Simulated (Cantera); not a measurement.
Charge: 1 mol LiCl, a varied amount of H₂, at 877 °C and 0.00133 bar.

These are equilibrium values from Cantera (NASA tables, ideal gas, pure condensed phases), not measurements of a reactor. Candidate condensed phases: Li, LiCl, LiH; 11 gas species. Equilibrium is a limit: real reactors are often held back by kinetics, nucleation or transport.

At 11 mol H₂, list the 4 most abundant gas species with their mole fractions, and the condensed phases.

H₂ 0.919, LiCl 0.0786, Li₂Cl₂ 0.00244, HCl 2.72e-5. Condensed: gas only.
